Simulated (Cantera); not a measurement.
An isothermal, constant-pressure homogeneous reactor starts with 20.0 % NO, 80.0 % N2, at 1623 K and 0.590 bar.

Cantera simulation using GRI-Mech 3.0 (53 species, 325 reactions); the numbers are that mechanism's predictions, not measurements.

Predict: x(NO) at 30.0 s; x(O) at 30.0 s; x(O2) at 30.0 s; x(N2) at 30.0 s; x(NO2) at 30.0 s; x(N2O) at 30.0 s.


```
Item                                                Result
----------------  ----------------------------------------
x(NO) at 30.0 s      0.154 (gas-phase equilibrium 0.00157)
x(O) at 30.0 s     3.90e-6 (gas-phase equilibrium 7.85e-6)
x(O2) at 30.0 s      0.0230 (gas-phase equilibrium 0.0992)
x(N2) at 30.0 s        0.823 (gas-phase equilibrium 0.899)
x(NO2) at 30.0 s  0.000150 (gas-phase equilibrium 3.14e-6)
x(N2O) at 30.0 s   8.57e-6 (gas-phase equilibrium 7.67e-8)
```
